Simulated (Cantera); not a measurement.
## Thermal oxidation and active oxidation of silicon: Si + CO2 + N2

Input: 1 mol Si, 1 mol CO2, 7 mol N2, equilibrated at 3.53 Torr.

Equilibrium computed with Cantera from the NASA thermochemical tables; the gas is ideal and each condensed phase is pure. Candidate condensed phases: C, Si, SiC, SiO2, Si2N2O, Si3N4; 34 gas species. N2 is the only nitrogen source here; it is nearly inert below about 1500 K, so the nitride shown seldom forms there in practice. Mutual solubility and eutectic melting of coexisting phases are not modelled. The tables hold silica as quartz up to 1696 K and as liquid above; real silica turns to tridymite and cristobalite and melts near 1996 K. Kinetics and transport are ignored.

From 1373 K to 1598 K the condensed part is SiO2(β-quartz) + Si2N2O(s). From 1673 K to 2273 K nothing is condensed. The main Si-bearing gas is SiO throughout.

| T (K) | x N2 | x CO | x SiO | x Si | x CO2 | n SiO2(β-quartz) | n Si2N2O(s) |
|---|---|---|---|---|---|---|---|
| 1373 | 0.870 | 0.130 | 7.12e-5 | 5.46e-12 | 5.80e-6 | 0.333 | 0.333 |
| 1448 | 0.869 | 0.130 | 0.000698 | 1.78e-10 | 6.04e-6 | 0.332 | 0.332 |
| 1523 | 0.865 | 0.129 | 0.00544 | 4.10e-9 | 6.22e-6 | 0.319 | 0.319 |
| 1598 | 0.841 | 0.124 | 0.0351 | 7.12e-8 | 6.14e-6 | 0.239 | 0.239 |
| 1673 | 0.778 | 0.111 | 0.111 | 1.72e-6 | 1.82e-6 | 0 | 0 |
| 1748 | 0.778 | 0.111 | 0.111 | 2.67e-6 | 2.74e-6 | 0 | 0 |
| 1823 | 0.778 | 0.111 | 0.111 | 3.97e-6 | 4.03e-6 | 0 | 0 |
| 1898 | 0.778 | 0.111 | 0.111 | 5.72e-6 | 5.76e-6 | 0 | 0 |
| 1973 | 0.778 | 0.111 | 0.111 | 8.03e-6 | 8.02e-6 | 0 | 0 |
| 2048 | 0.778 | 0.111 | 0.111 | 1.10e-5 | 1.09e-5 | 0 | 0 |
| 2123 | 0.778 | 0.111 | 0.111 | 1.48e-5 | 1.44e-5 | 0 | 0 |
| 2198 | 0.778 | 0.111 | 0.111 | 1.98e-5 | 1.86e-5 | 0 | 0 |
| 2273 | 0.778 | 0.111 | 0.111 | 2.63e-5 | 2.31e-5 | 0 | 0 |
x: gas mole fraction; n: condensed amount in mol.
